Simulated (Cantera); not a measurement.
## Adiabatic ignition

An adiabatic, constant-pressure homogeneous reactor starts with 38.7 % H2, 12.9 % O2, 48.4 % N2, at 975 K and 11.0 bar.

Cantera simulation using GRI-Mech 3.0 (53 species, 325 reactions); the numbers are that mechanism's predictions, not measurements. The hydrogen kinetics of GRI-Mech 3.0 are dated; newer H2 mechanisms differ, most at raised pressure.

```csv
t (s),T (K),x H2,x O2,x H2O2,x O,x HO2,x NO
2.00e-6,975,0.387,0.129,1.91e-12,1.16e-12,8.16e-10,<1e-12
8.60e-6,975,0.387,0.129,3.66e-11,1.20e-12,3.58e-9,<1e-12
3.69e-5,975,0.387,0.129,6.82e-10,1.37e-12,1.55e-8,<1e-12
0.000159,975,0.387,0.129,1.25e-8,2.18e-12,6.84e-8,<1e-12
0.000682,975,0.387,0.129,2.46e-7,7.68e-12,3.66e-7,<1e-12
0.00293,975,0.387,0.129,1.24e-5,1.58e-10,6.03e-6,<1e-12
0.0126,1110,0.373,0.120,0.00156,4.20e-7,0.000252,3.14e-12
0.0541,2749,0.147,0.000113,1.17e-7,0.000142,2.81e-7,0.000666
0.233,2749,0.147,0.000113,1.17e-7,0.000142,2.81e-7,0.000666
1.00,2749,0.147,0.000113,1.17e-7,0.000142,2.81e-7,0.000666
```
x: mole fraction; the columns are a selection and need not sum to one.

| Quantity | Result |
|---|---|
| time of steepest temperature rise | 12.7 ms |
| temperature at 1.00 s | 2749 K |
| equilibrium temperature | 2749 K |
| x(H2) at 1.00 s | 0.147 (gas-phase equilibrium 0.147) |
| x(O2) at 1.00 s | 0.000113 (gas-phase equilibrium 0.000113) |
| x(H2O2) at 1.00 s | 1.17e-7 (gas-phase equilibrium 1.17e-7) |
